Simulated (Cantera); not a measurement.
A Cantera script and its output.

```python
import numpy as np
import cantera as ct

gas = ct.Solution("gri30.yaml")
gas.TPX = 425, 101325, {'CH4': 1, 'CO': 1.3, 'O2': 2.65, 'N2': 9.96}
flame = ct.FreeFlame(gas, width=0.04)
flame.set_refine_criteria(ratio=3, slope=0.08, curve=0.16)
flame.transport_model = "mixture-averaged"
flame.solve(loglevel=0, auto=True)
z, T = flame.grid, flame.T
thick = (T[-1] - T[0]) / np.gradient(T, z).max()
show = ['CH4', 'CO', 'O2', 'C2H6', 'NO', 'NO2']
print(f"laminar burning velocity  {flame.velocity[0] * 100:.3f} cm/s")
print(f"burnt temperature         {T[-1]:.1f} K")
print(f"thermal thickness         {thick * 1e3:.4f} mm")
print(f"grid points               {len(z)}")
z0 = z[flame.heat_release_rate.argmax()]
print(f"{'z/mm':>9s}{'T/K':>9s}{'u/(m/s)':>9s}" + "".join(f"{s:>11s}" for s in show))
rows = []
for k in (-3, -2, -1.5, -1, -0.5, -0.25, 0, 0.25, 0.5, 1, 2, 4, 8):
    zz = z0 + k * thick
    rows.append([k * thick, np.interp(zz, z, T), np.interp(zz, z, flame.velocity),
                 *(np.interp(zz, z, flame.X[gas.species_index(s)]) for s in show)])
    print(f"{rows[-1][0] * 1e3:9.3f}{rows[-1][1]:9.1f}{rows[-1][2]:9.3f}" + "".join(f"{x:11.3e}" for x in rows[-1][3:]))
```

It prints:

```
laminar burning velocity  86.560 cm/s
burnt temperature         2338.2 K
thermal thickness         0.3526 mm
grid points               161
     z/mm      T/K  u/(m/s)        CH4         CO         O2       C2H6         NO        NO2
   -1.058    425.0    0.866  6.705e-02  8.717e-02  1.777e-01  5.849e-10  8.266e-12  3.991e-12
   -0.705    425.3    0.867  6.698e-02  8.710e-02  1.775e-01  1.588e-08  1.415e-10  8.811e-11
   -0.529    427.0    0.871  6.682e-02  8.701e-02  1.773e-01  1.617e-07  9.906e-10  7.214e-10
   -0.353    447.9    0.917  6.571e-02  8.681e-02  1.758e-01  4.134e-06  1.468e-08  1.123e-08
   -0.176    748.3    1.547  5.259e-02  8.831e-02  1.564e-01  1.871e-04  5.195e-07  3.527e-08
   -0.088   1170.9    2.435  3.157e-02  9.321e-02  1.225e-01  3.823e-04  1.672e-06  7.763e-09
    0.000   1594.0    3.321  7.877e-03  9.635e-02  7.664e-02  5.278e-05  3.962e-06  3.029e-09
    0.088   1773.5    3.675  5.500e-04  8.356e-02  4.786e-02  2.076e-07  7.124e-06  1.591e-09
    0.176   1837.1    3.778  1.894e-05  6.811e-02  3.675e-02  1.960e-10  9.900e-06  1.817e-09
    0.353   1913.4    3.898  3.444e-08  5.269e-02  2.954e-02  2.656e-15  1.443e-05  2.326e-09
    0.705   2003.0    4.052  1.701e-12  4.461e-02  2.524e-02  5.747e-22  2.186e-05  3.404e-09
    1.410   2099.3    4.221  2.013e-16  3.949e-02  2.161e-02 -8.394e-29  3.423e-05  5.660e-09
    2.821   2189.5    4.376  7.725e-17  3.353e-02  1.782e-02 -2.470e-29  5.649e-05  1.050e-08
```

Computed with Cantera and GRI-Mech 3.0 (53 species, 325 reactions). Burning velocities carry a grid error of a few per cent, more on coarse grids.
